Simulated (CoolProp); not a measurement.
The numbers come from the reference Helmholtz-energy equation of state, Gao 2022 in CoolProp.

Question: For n-perfluorobutane, give the phase and the cv (kJ/(kg K)), Joule-Thomson coefficient (K/MPa), isothermal compressibility (1/MPa), expansivity (1/kK) at 176.85 °C and 2140 kPa; 176.85 °C and 5710 kPa.

Answer: 
- 176.85 °C and 2140 kPa: gas; cv 0.961, Joule-Thomson coefficient 6.47, isothermal compressibility 0.588, expansivity 4.80
- 176.85 °C and 5710 kPa: supercritical; cv 0.990, Joule-Thomson coefficient 4.12, isothermal compressibility 0.197, expansivity 10.6
